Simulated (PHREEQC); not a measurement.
Nickel, zinc or cadmium bath: speciation

Solution (20 °C): 0.16 mol/kgw NiSO4, 0.00089 mol/kgw KCl and 0.0018 mol/kgw NiCl2. Closed to the air; pH follows from the charge balance.

All values are PHREEQC results (ion-association model, wateq4f.dat), not measurements.

No solid was allowed to form.

What pH, ionic strength does the model give?

pH 6.04; ionic strength 0.325 mol/kgw.

In which forms is K present?

K+ 89 %, KSO4- 11 % of the K.
